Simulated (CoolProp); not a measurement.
Saturation properties of c-C4F8 (RC318).

The numbers come from the reference Helmholtz-energy equation of state, Platzer 1990 in CoolProp. This equation is an older, rougher fit; its heat capacities, sound speeds and derivatives of the liquid may be far off and weren't checked against measurements.

| T (K) | p (MPa) | liquid density (kg/m³) | enthalpy of vaporisation (kJ/kg) | vapour Z |
|---|---|---|---|---|
| 281.8 | 0.1788 | 1562 | 111.2 | 0.9333 |
| 287.7 | 0.2206 | 1539 | 108.7 | 0.9221 |
| 293.6 | 0.2695 | 1516 | 106.2 | 0.9097 |
| 299.5 | 0.3262 | 1493 | 103.6 | 0.8961 |
| 305.4 | 0.3915 | 1468 | 100.9 | 0.8813 |
| 311.3 | 0.4663 | 1443 | 98.04 | 0.8650 |
| 317.2 | 0.5512 | 1417 | 95.03 | 0.8473 |
| 323.1 | 0.6473 | 1390 | 91.85 | 0.8280 |
| 329 | 0.7553 | 1361 | 88.49 | 0.8071 |
| 334.9 | 0.8763 | 1331 | 84.91 | 0.7843 |
| 340.8 | 1.011 | 1299 | 81.07 | 0.7594 |
| 346.7 | 1.161 | 1265 | 76.92 | 0.7322 |
| 352.6 | 1.327 | 1228 | 72.39 | 0.7023 |
| 358.5 | 1.511 | 1187 | 67.38 | 0.6690 |
| 364.5 | 1.716 | 1141 | 61.63 | 0.6308 |

It boils at 267.2 K under 1 atm.
